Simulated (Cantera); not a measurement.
Input: 1 mol SiHCl3, 95 mol N2, equilibrated at 1250 K and 75.0 Torr.

Equilibrium computed with Cantera from the NASA thermochemical tables; the gas is ideal and each condensed phase is pure. Candidate condensed phases: NH4Cl, Si, Si3N4; 28 gas species. N2 is the only nitrogen source here; it is nearly inert below about 1500 K, so the nitride shown seldom forms there in practice. The tables' values for SiCl3 are old estimates; treat these amounts as uncertain. Rates play no part.

Base state: N2 0.984, HCl 0.00972, SiCl4 0.00514, H2 0.000335, SiCl3 0.000245, SiCl2 8.38e-5 (mole fractions); condensed: Si3N4(s).

What changes in the equilibrium state with this change: N2 from 95 to 3.6 mol?


```tsv
species	before	after
N2	0.984	0.695
HCl	0.00972	0.164
SiCl4	0.00514	0.114
H2	0.000335	0.0228
SiHCl3	6.30e-6	0.000563
SiCl3	0.000245	0.00266
SiCl2	8.38e-5	0.000443
Si3N4(s), mol	0.158	0.147
```
